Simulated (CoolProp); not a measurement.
Saturation properties of propylene.

Computed with CoolProp (reference Helmholtz-energy equation of state, Lemmon 2013).

| T (K) | p (MPa) | liquid density (kg/m³) | enthalpy of vaporisation (kJ/kg) | liquid cp (kJ/(kg K)) | liquid conductivity (mW/(m K)) |
|---|---|---|---|---|---|
| 198.4 | 0.02429 | 642.6 | 467.4 | 2.110 | 157 |
| 208.2 | 0.04274 | 631.1 | 457.4 | 2.134 | 153 |
| 218.1 | 0.07133 | 619.2 | 447.0 | 2.164 | 149 |
| 228 | 0.1132 | 607.0 | 436.1 | 2.199 | 145 |
| 237.8 | 0.1714 | 594.6 | 424.8 | 2.239 | 140 |
| 247.7 | 0.2512 | 581.7 | 412.7 | 2.286 | 136 |
| 257.6 | 0.3563 | 568.3 | 399.8 | 2.339 | 131 |
| 267.4 | 0.4900 | 554.5 | 386.1 | 2.401 | 126 |

It boils at 225.5 K under 1 atm.

Thermal conductivity comes from a separate model (Huber 2003), an estimate that may be off by 10 % or more.
